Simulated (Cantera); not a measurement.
# Aluminium nitride and oxide growth: Al + N2 + O2

A closed system holds: 1 mol Al, 3.8 mol N2, 0.0044 mol O2, equilibrated at 0.00133 bar.

Equilibrium computed with Cantera from the NASA thermochemical tables; the gas is ideal and each condensed phase is pure. Candidate condensed phases: Al, AlN, Al2O3; 16 gas species. Mutual solubility and eutectic melting of coexisting phases are not modelled. Condensed phases not in the tables: aluminium oxynitride. Equilibrium is a limit: real reactors are often held back by kinetics, nucleation or transport.

```tsv
T (K)	log p N2	log p Al	log p Al2O	log p Al2	n AlN(s)	n Al2O3(s)
1623	-2.88	-7.09	-8.08	-13.65	0.994	0.00293
1673	-2.88	-6.48	-7.30	-12.59	0.993	0.00289
1723	-2.88	-5.91	-6.57	-11.60	0.990	0.00271
1773	-2.88	-5.36	-5.88	-10.66	0.979	0.00183
1823	-2.88	-4.85	-5.46	-9.78	0.947	0
1873	-2.89	-4.36	-5.47	-8.93	0.868	0
1923	-2.92	-3.89	-5.52	-8.11	0.605	0
1973	-2.98	-3.56	-5.61	-7.58	0	0
2023	-2.98	-3.56	-5.61	-7.69	0	0
2073	-2.98	-3.56	-5.61	-7.80	0	0
2123	-2.98	-3.56	-5.61	-7.90	0	0
2173	-2.98	-3.56	-5.61	-8.00	0	0
2223	-2.98	-3.56	-5.61	-8.10	0	0
```
log p: log10 of the partial pressure in bar; n: condensed amount in mol.

From 1623 K to 1773 K the condensed part is AlN(s) + Al2O3(s). From 1823 K to 1923 K the condensed part is AlN(s). From 1973 K to 2223 K nothing is condensed. The main Al-bearing gas is Al throughout.
